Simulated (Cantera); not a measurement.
## Adiabatic ignition

An adiabatic, constant-volume homogeneous reactor starts with CH₄ : H₂ : O₂ : N₂ = 1 : 0.35 : 2.2 : 8.26 (molar parts), at 1423 K and 89000 Pa.

Cantera simulation using GRI-Mech 3.0 (53 species, 325 reactions); the numbers are that mechanism's predictions, not measurements.

| t (s) | T (K) | P (bar) | x CH₄ | x H₂ | x O₂ | x O | x C₂H₆ |
|---|---|---|---|---|---|---|---|
| 9.00e-6 | 1423 | 0.890 | 0.0847 | 0.0296 | 0.186 | 6.67e-9 | 1.42e-11 |
| 4.18e-5 | 1423 | 0.890 | 0.0847 | 0.0296 | 0.186 | 2.84e-8 | 3.44e-9 |
| 0.000194 | 1424 | 0.890 | 0.0844 | 0.0296 | 0.186 | 1.10e-6 | 1.66e-5 |
| 0.000900 | 2886 | 1.87 | <1e-12 | 0.0219 | 0.0234 | 0.00849 | <1e-12 |
| 0.00418 | 2876 | 1.87 | <1e-12 | 0.0223 | 0.0211 | 0.00778 | <1e-12 |
| 0.0194 | 2876 | 1.87 | <1e-12 | 0.0223 | 0.0211 | 0.00778 | <1e-12 |
| 0.0900 | 2876 | 1.87 | <1e-12 | 0.0223 | 0.0211 | 0.00778 | <1e-12 |
| 0.418 | 2876 | 1.87 | <1e-12 | 0.0223 | 0.0211 | 0.00778 | <1e-12 |
| 1.94 | 2876 | 1.87 | <1e-12 | 0.0223 | 0.0211 | 0.00778 | <1e-12 |
| 9.00 | 2876 | 1.87 | <1e-12 | 0.0223 | 0.0211 | 0.00778 | <1e-12 |
x: mole fraction; the columns are a selection and need not sum to one.

```
Property                                                          Result
---------------------------------  -------------------------------------
time of steepest temperature rise                               0.597 ms
temperature at 9.00 s                                             2876 K
equilibrium temperature                                           2876 K
x(CH₄) at 9.00 s                   <1e-12 (gas-phase equilibrium <1e-12)
x(H₂) at 9.00 s                    0.0223 (gas-phase equilibrium 0.0223)
x(O₂) at 9.00 s                    0.0211 (gas-phase equilibrium 0.0211)
```
